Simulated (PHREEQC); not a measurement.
**Reverse-osmosis reject (model solution)**

Model water analysis in mmol/kgw, 25 °C, pH 7.42, pe 1: Na 61.3; K 14.4; Ca 12.9; Mg 9.41; Cl 114; S(6) 2.35; Alkalinity (meq/kgw) 0.0229; Mn(2) 0.0711.

Cl is adjusted to close the charge balance.
Valence states are taken as typed.

All values are PHREEQC results (ion-association model, phreeqc.dat), not measurements.

No solid was allowed to form.

**Question.** Predict the specific conductance, density.

**Answer.** specific conductance 12300 µS/cm; density 1.002 g/cm³.

**Question.** In which forms is Mg present?

**Answer.** Mg+2 96 %, MgSO4 3.9 % of the Mg.

Species that the database lacks are ignored.
